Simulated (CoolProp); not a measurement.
Saturation properties of C3F8 (R218) (Tc = 345.0 K, pc = 2.640 MPa, ω = 0.317).

The numbers come from the reference Helmholtz-energy equation of state, Lemmon 2006 in CoolProp. It is a short technical equation, of lower accuracy than the large ones.

```json
[
 {"T (K)": "267.2", "p (MPa)": "0.3400", "vapour density (kg/m³)": "32.73", "liquid viscosity (µPa s)": "268"},
 {"T (K)": "272", "p (MPa)": "0.3992", "vapour density (kg/m³)": "…", "liquid viscosity (µPa s)": "249"},
 {"T (K)": "276.7", "p (MPa)": "0.4644", "vapour density (kg/m³)": "…", "liquid viscosity (µPa s)": "…"},
 {"T (K)": "281.4", "p (MPa)": "0.5372", "vapour density (kg/m³)": "…", "liquid viscosity (µPa s)": "216"},
 {"T (K)": "286.2", "p (MPa)": "0.6200", "vapour density (kg/m³)": "59.94", "liquid viscosity (µPa s)": "201"},
 {"T (K)": "290.9", "p (MPa)": "0.7100", "vapour density (kg/m³)": "69.09", "liquid viscosity (µPa s)": "187"},
 {"T (K)": "295.6", "p (MPa)": "0.8094", "vapour density (kg/m³)": "79.49", "liquid viscosity (µPa s)": "…"},
 {"T (K)": "300.4", "p (MPa)": "…", "vapour density (kg/m³)": "91.61", "liquid viscosity (µPa s)": "161"}
]
```

### Question
Some entries are withheld; supply them.

### Answer

- 272, vapour density (kg/m³): 38.36
- 276.7, vapour density (kg/m³): 44.62
- 276.7, liquid viscosity (µPa s): 232
- 281.4, vapour density (kg/m³): 51.72
- 295.6, liquid viscosity (µPa s): 174
- 300.4, p (MPa): 0.9212

It boils at 236.4 K under 1 atm.

Viscosity comes from a separate model (Huber 2003), an estimate that may be off by 10 % or more.
